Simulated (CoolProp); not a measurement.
Vapour pressure (kPa) of 1,2-dichloroethane: the reference equation beside estimates from Tc = 561.6 K, pc = 5226 kPa, ω = 0.269. Clausius-Clapeyron is anchored at 423.6 K with a constant enthalpy of vaporisation of 27.87 kJ/mol.

Computed with CoolProp (reference Helmholtz-energy equation of state, Thol 2015).

| T (K) | reference | Lee-Kesler | Clausius-Clapeyron | van der Waals | Redlich-Kwong | Peng-Robinson |
|---|---|---|---|---|---|---|
| 411.9 | 440.2 | 443.3 | 454.1 | 1324 | 669.6 | 439.7 |
| 417.8 | 501.8 | 506.2 | 509.4 | 1419 | 748.8 | 501.7 |
| 423.6 | 568.5 | 574.3 | 568.5 | 1518 | 832.9 | ___ |
| 429.5 | 643.1 | 650.4 | 633.8 | 1622 | 925.0 | 644.4 |
| 435.3 | 723.3 | 732.3 | 703.3 | 1728 | ___ | 725.6 |
| 441.2 | 812.4 | 823.2 | 779.5 | 1842 | 1128 | 815.9 |
| 447.1 | 909.5 | 922.2 | 861.8 | 1959 | 1242 | 914.6 |
| 452.9 | 1013 | ___ | 948.6 | 2079 | 1361 | 1020 |
| 458.8 | 1127 | 1144 | 1043 | ___ | ___ | 1136 |
| 464.6 | 1249 | 1268 | 1143 | 2336 | 1624 | 1260 |
| 470.5 | 1382 | ___ | 1251 | 2472 | 1769 | 1397 |
| 476.4 | 1526 | 1549 | 1367 | 2613 | 1923 | 1544 |
| 482.2 | 1678 | 1703 | 1487 | ___ | 2083 | 1699 |

What belongs in the gaps?


- 423.6, Peng-Robinson: 569.0
- 435.3, Redlich-Kwong: 1022
- 452.9, Lee-Kesler: 1028
- 458.8, van der Waals: 2206
- 458.8, Redlich-Kwong: 1490
- 470.5, Lee-Kesler: 1403
- 482.2, van der Waals: 2757

Absolute difference from the reference over all 13 rows, mean and median: Lee-Kesler 1.3 and 1.4 %, Clausius-Clapeyron 5.5 and 5.2 %, van der Waals 122.0 and 115.4 %, Redlich-Kwong 37.2 and 36.6 %, Peng-Robinson 0.6 and 0.6 %.
